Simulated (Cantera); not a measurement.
## Reactions in the system H-N-O-V

Cantera with NASA thermochemical tables; ideal gases at 1 bar, condensed phases pure. Values are per mole of reaction as written; species without (g) are pure solids or liquids, kept so even where they would boil at 1 bar.

N(g) + 3 OH(g) + 2 V = NH3(g) + V2O3

```json
[
 {"T (K)": "300", "ΔH° (kJ)": "-1855.5", "ΔS° (J/K)": "-471.6", "ΔG° (kJ)": "-1714.0", "log10 K": "298.43"},
 {"T (K)": "1198", "ΔH° (kJ)": "-1845.5", "ΔS° (J/K)": "-462.7", "ΔG° (kJ)": "-1291.2", "log10 K": "56.30"},
 {"T (K)": "1248", "ΔH° (kJ)": "-1844.2", "ΔS° (J/K)": "-461.7", "ΔG° (kJ)": "-1268.0", "log10 K": "53.07"},
 {"T (K)": "1298", "ΔH° (kJ)": "-1843.0", "ΔS° (J/K)": "-460.7", "ΔG° (kJ)": "-1245.0", "log10 K": "50.10"},
 {"T (K)": "1348", "ΔH° (kJ)": "-1841.6", "ΔS° (J/K)": "-459.7", "ΔG° (kJ)": "-1222.0", "log10 K": "47.35"},
 {"T (K)": "1398", "ΔH° (kJ)": "-1840.2", "ΔS° (J/K)": "-458.7", "ΔG° (kJ)": "-1199.0", "log10 K": "44.80"},
 {"T (K)": "1448", "ΔH° (kJ)": "-1838.8", "ΔS° (J/K)": "-457.7", "ΔG° (kJ)": "-1176.1", "log10 K": "42.43"}
]
```
